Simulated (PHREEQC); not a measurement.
Consider water at 25 °C with 0.039 mol HCl, 0.0023 mol FeSO4 and 0.00089 mol Fe2(SO4)3 per kg of water. Closed to the air; pH follows from the charge balance.

Model: ion-association model, phreeqc.dat, run in PHREEQC.

| quantity | before | after |
|---|---|---|
| pH | 1.51 | 1.51 |
| ionic strength (mol/kgw) | 0.0491 | 0.0481 |
| HSO4- (mol/kgw) | 0.00237 | 0.00303 |
| SO4-2 (mol/kgw) | 0.00138 | 0.000900 |

Question: Which change was made?
A. Fe2(SO4)3 replaced by H2SO4 at the same molality
B. 0.0056 mol/kgw Ca(OH)2 added
C. temperature from 25 to 55 °C
D. temperature from 25 to 10 °C
E. Fe2(SO4)3 from 0.00089 to 0.00133 mol/kgw

Answer: C, temperature from 25 to 55 °C

Precipitation was switched off in this run. Some of these states are supersaturated (in Hematite (slow to form), Goethite (slow to form), for instance). Constants without temperature data keep their 25 °C values here.
